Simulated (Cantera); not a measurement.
Gas mixture: 100 % CO, at 1.00 bar, frozen composition.

Cantera's kinetic-theory transport with the Lennard-Jones parameters of GRI-Mech 3.0, ideal gas; thermal conductivity in the mixture-averaged form.

D: mixture-averaged diffusion coefficient of that species in the mixture.

```csv
T (K),ρ (kg/m³),cp (J/kg/K),μ (µPa s),λ (mW/m/K),Pr,D (cm²/s) CO₂,D (cm²/s) H,D (cm²/s) NH₃
400,0.842,1049,22.0,31.7,0.726,0.268,2.04,___
550,0.613,1074,27.4,41.1,0.717,0.470,3.54,___
700,0.481,1112,32.3,50.2,0.714,0.713,5.33,___
850,0.396,1152,36.7,59.1,0.715,0.993,7.40,___
1000,0.337,1184,40.8,67.5,0.715,1.31,9.72,___
1150,0.293,1211,44.7,75.7,0.715,1.65,12.3,___
1300,0.259,1234,48.4,83.5,0.715,2.03,15.1,___
```

**Question.** Fill in the missing entries.

**Answer.** 
- 400, D (cm²/s) NH₃: 0.383
- 550, D (cm²/s) NH₃: 0.688
- 700, D (cm²/s) NH₃: 1.06
- 850, D (cm²/s) NH₃: 1.49
- 1000, D (cm²/s) NH₃: 1.97
- 1150, D (cm²/s) NH₃: 2.51
- 1300, D (cm²/s) NH₃: 3.09
